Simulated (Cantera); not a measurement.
Charge: 1 mol Si3N4, a varied amount of O2, 16 mol N2, held at 46.0 Pa.

Equilibrium computed with Cantera from the NASA thermochemical tables; the gas is ideal and each condensed phase is pure. Candidate condensed phases: Si, SiO2, Si2N2O, Si3N4; 16 gas species. Mutual solubility and eutectic melting of coexisting phases are not modelled. Kinetics and transport are ignored.

Stable condensed phases, one row left out:

```
T in K \ n(O2) in mol
         0.023 0.062   0.1  0.14  0.18  0.22  0.26  0.29  0.33  0.37  0.41
   2050      A     A     A     A     A     A     A     A     A     A     A
   2000      B     B     B     B     B     B     B     B     B     B     B
   1950      B     B     B     B     B     B     B     B     B     B     B
   1900      B     B     B     B     B     B     B     B     B     B     B
   1850      B     B     B     B     B     B     B     B     B     B     B
   1800      B     B     B     B     B     B     B     B     B     B     B
   1750      B     B     B     B     B     B     B     B     B     B     B
   1700      B     B     B     B     B     B     B     B     B     B     B
   1650      B     B     B     B     B     B     B     B     B     B     B
   1600      C     C     C     D     D     D     D     D     D     D     D
   1500      D     D     D     D     D     D     D     D     D     D     D
   1450      D     D     D     D     D     D     D     D     D     D     D
```

A: gas only; B: Si; C: Si3N4; D: Si2N2O + Si3N4.

Problem. Give the row for 1550 K.

Solution. 0.023: Si3N4; 0.062: Si2N2O + Si3N4; 0.1: Si2N2O + Si3N4; 0.14: Si2N2O + Si3N4; 0.18: Si2N2O + Si3N4; 0.22: Si2N2O + Si3N4; 0.26: Si2N2O + Si3N4; 0.29: Si2N2O + Si3N4; 0.33: Si2N2O + Si3N4; 0.37: Si2N2O + Si3N4; 0.41: Si2N2O + Si3N4.
